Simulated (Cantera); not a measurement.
What does this Cantera script print?

```python
import numpy as np
import cantera as ct

surf = ct.Interface("diamond.yaml", "diamond_100")
gas, bulk = surf.adjacent["gas"], surf.adjacent["diamond"]
k = surf.kinetics_species_index(bulk.species_names[0])
cover = ["c6HH", "c6H*", "c6*H", "c6**", "c6HM", "c6B"]

rows, drift = [], 0.0
print(f"{'xH':>10s}{'um/h':>11s}" + "".join(f"{s:>11s}" for s in cover))
for v in [0.0001, 0.00026, 0.00066, 0.0017, 0.0043, 0.011, 0.028, 0.073, 0.19]:
    T, P, xH, xCH3 = 1200, 10000, v, 0.00058
    gas.TPX = T, P, {"H": xH, "CH3": xCH3, "CH4": 0.01, "H2": 1 - xH - xCH3 - 0.01}
    surf.TP = bulk.TP = T, P
    surf.coverages = "c6H*:0.1, c6HH:0.9"
    surf.advance_coverages(100.0)
    before = surf.coverages
    surf.advance_coverages(100.0)
    drift = max(drift, np.max(np.abs(surf.coverages - before) / (surf.coverages + 1e-9)))
    rate = surf.net_production_rates[k] * bulk.mean_molecular_weight / bulk.density * 3.6e9
    rows.append([rate, *surf[cover].coverages])
    print(f"{v:10.4g}{rate:11.4e}" + "".join(f"{x:11.3e}" for x in rows[-1][1:]))
```

It prints:

```
        xH       um/h       c6HH       c6H*       c6*H       c6**       c6HM        c6B
    0.0001 9.0935e-01  6.041e-01  2.657e-02  3.401e-01  3.872e-03  1.039e-02  2.468e-09
   0.00026 2.7160e+00  5.116e-01  3.246e-02  4.155e-01  9.473e-03  1.377e-02  7.370e-09
   0.00066 6.5139e+00  4.633e-01  3.534e-02  4.523e-01  1.683e-02  1.595e-02  1.768e-08
    0.0017 1.3918e+01  4.415e-01  3.667e-02  4.690e-01  2.339e-02  1.588e-02  3.777e-08
    0.0043 2.5761e+01  4.344e-01  3.743e-02  4.779e-01  2.743e-02  1.297e-02  6.991e-08
     0.011 4.0149e+01  4.337e-01  3.808e-02  4.843e-01  2.961e-02  8.345e-03  1.089e-07
     0.028 5.1847e+01  4.348e-01  3.879e-02  4.883e-01  3.074e-02  4.333e-03  1.407e-07
     0.073 5.9011e+01  4.357e-01  3.994e-02  4.897e-01  3.146e-02  1.910e-03  1.601e-07
      0.19 6.3040e+01  4.359e-01  4.248e-02  4.880e-01  3.228e-02  7.867e-04  1.711e-07
```

Cantera simulation using the Harris–Goodwin 1993 mechanism for the reconstructed diamond (100) surface; the numbers are that mechanism's predictions, not measurements.
